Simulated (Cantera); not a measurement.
An adiabatic, constant-pressure homogeneous reactor starts with 3.29 % CH4, 0.527 % CO, 13.2 % O2, 83.0 % N2, equivalence ratio 0.52, at 1623 K and 7500 Torr.

Detailed kinetics in Cantera: GRI-Mech 3.0 (53 species, 325 reactions).

x: mole fraction; the columns are a selection and need not sum to one.

```json
[
 {"t (s)": "6.00e-6", "T (K)": "1623", "x CH4": "0.0329", "x CO": "0.00527", "x O2": "0.132", "x C2H2": "6.94e-12", "x CO2": "8.38e-7", "x NO": "<1e-12", "x H2O": "1.04e-5"},
 {"t (s)": "2.58e-5", "T (K)": "1624", "x CH4": "0.0325", "x CO": "0.00528", "x O2": "0.132", "x C2H2": "___", "x CO2": "___", "x NO": "8.03e-12", "x H2O": "___"},
 {"t (s)": "0.000111", "T (K)": "2327", "x CH4": "<1e-12", "x CO": "0.00169", "x O2": "0.0630", "x C2H2": "<1e-12", "x CO2": "0.0365", "x NO": "5.66e-5", "x H2O": "0.0637"},
 {"t (s)": "0.000476", "T (K)": "2340", "x CH4": "<1e-12", "x CO": "0.000711", "x O2": "0.0627", "x C2H2": "<1e-12", "x CO2": "0.0375", "x NO": "0.000234", "x H2O": "0.0643"},
 {"t (s)": "0.00205", "T (K)": "2339", "x CH4": "<1e-12", "x CO": "0.000706", "x O2": "0.0624", "x C2H2": "<1e-12", "x CO2": "0.0375", "x NO": "0.000945", "x H2O": "0.0643"},
 {"t (s)": "0.00880", "T (K)": "2333", "x CH4": "<1e-12", "x CO": "0.000691", "x O2": "0.0611", "x C2H2": "<1e-12", "x CO2": "0.0376", "x NO": "0.00345", "x H2O": "0.0643"},
 {"t (s)": "0.0378", "T (K)": "2324", "x CH4": "<1e-12", "x CO": "0.000664", "x O2": "0.0589", "x C2H2": "<1e-12", "x CO2": "0.0376", "x NO": "___", "x H2O": "0.0644"},
 {"t (s)": "0.162", "T (K)": "2322", "x CH4": "<1e-12", "x CO": "0.000658", "x O2": "0.0584", "x C2H2": "<1e-12", "x CO2": "0.0376", "x NO": "0.00890", "x H2O": "0.0644"},
 {"t (s)": "0.698", "T (K)": "2322", "x CH4": "<1e-12", "x CO": "0.000658", "x O2": "0.0584", "x C2H2": "<1e-12", "x CO2": "0.0376", "x NO": "0.00890", "x H2O": "0.0644"},
 {"t (s)": "3.00", "T (K)": "2322", "x CH4": "<1e-12", "x CO": "0.000658", "x O2": "0.0584", "x C2H2": "<1e-12", "x CO2": "0.0376", "x NO": "0.00890", "x H2O": "0.0644"}
]
```

Q: What belongs in the gaps?

A: 
- 2.58e-5, x C2H2: 1.27e-8
- 2.58e-5, x CO2: 1.11e-5
- 2.58e-5, x H2O: 0.000264
- 0.0378, x NO: 0.00786
